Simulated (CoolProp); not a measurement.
Computed with CoolProp (reference Helmholtz-energy equation of state, Lemmon 2005). It is a short technical equation, of lower accuracy than the large ones.

### Question
For cis-2-butene, give the phase and the Joule-Thomson coefficient (K/MPa), isothermal compressibility (1/MPa), fugacity coefficient at 251.85 °C and 14100 kPa; 251.85 °C and 37700 kPa.

### Answer
- 251.85 °C and 14100 kPa: supercritical; Joule-Thomson coefficient 1.84, isothermal compressibility 0.0486, fugacity coefficient 0.540
- 251.85 °C and 37700 kPa: supercritical; Joule-Thomson coefficient -0.0212, isothermal compressibility 0.00658, fugacity coefficient 0.429
